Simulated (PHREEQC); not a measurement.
## Acid rinse or clean: an equilibrium model

Solution (20 °C): 0.15 mol HCl, 0.17 mol ZnSO4 and 0.00066 mol KCl per kg of water. Closed to the air; pH follows from the charge balance.

Computed with PHREEQC (ion-association model, phreeqc.dat).

This is a speciation only: nothing precipitates in the calculation.

Task: Predict the pH, ionic strength, activity of water.

Result: pH 1.19; ionic strength 0.471 mol/kgw; activity of water 0.991.

Task: In which forms is S present?

Result: HSO4- 39 %, ZnSO4 24 %, SO4-2 23 %, Zn(SO4)2-2 13 % of the S.
